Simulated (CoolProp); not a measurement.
A simple Rankine cycle with isohexane: condensing at 305.15 K, boiler at 1.96 MPa, turbine inlet 483.4 K, turbine efficiency 0.6, pump efficiency 0.7, no recuperator. Each further row changes one setting.

The numbers come from the reference Helmholtz-energy equation of state, Lemmon 2006 in CoolProp. It is a short technical equation, of lower accuracy than the large ones.

```json
[
 {"case": "as stated", "thermal efficiency (%)": "(withheld)", "net work (kJ/kg)": "(withheld)", "heat in (kJ/kg)": "659", "turbine exit temperature (K)": "(withheld)", "volume ratio over the turbine": "(withheld)"},
 {"case": "turbine inlet 503.4 K", "thermal efficiency (%)": "12.9", "net work (kJ/kg)": "(withheld)", "heat in (kJ/kg)": "(withheld)", "turbine exit temperature (K)": "445.1", "volume ratio over the turbine": "62.6"},
 {"case": "condensing temperature 297.15 K", "thermal efficiency (%)": "13.8", "net work (kJ/kg)": "93.4", "heat in (kJ/kg)": "677", "turbine exit temperature (K)": "418.3", "volume ratio over the turbine": "(withheld)"},
 {"case": "boiler pressure 1.37 MPa", "thermal efficiency (%)": "12.2", "net work (kJ/kg)": "83.6", "heat in (kJ/kg)": "(withheld)", "turbine exit temperature (K)": "433.3", "volume ratio over the turbine": "41.0"},
 {"case": "turbine efficiency 0.5", "thermal efficiency (%)": "10.8", "net work (kJ/kg)": "71.1", "heat in (kJ/kg)": "659", "turbine exit temperature (K)": "428.4", "volume ratio over the turbine": "68.8"}
]
```

Q: Fill in the missing entries.

A: 
- as stated, thermal efficiency (%): 13.1
- as stated, net work (kJ/kg): 86.1
- as stated, turbine exit temperature (K): 421.7
- as stated, volume ratio over the turbine: 67.7
- turbine inlet 503.4 K, net work (kJ/kg): 92.5
- turbine inlet 503.4 K, heat in (kJ/kg): 718
- condensing temperature 297.15 K, volume ratio over the turbine: 93.0
- boiler pressure 1.37 MPa, heat in (kJ/kg): 682
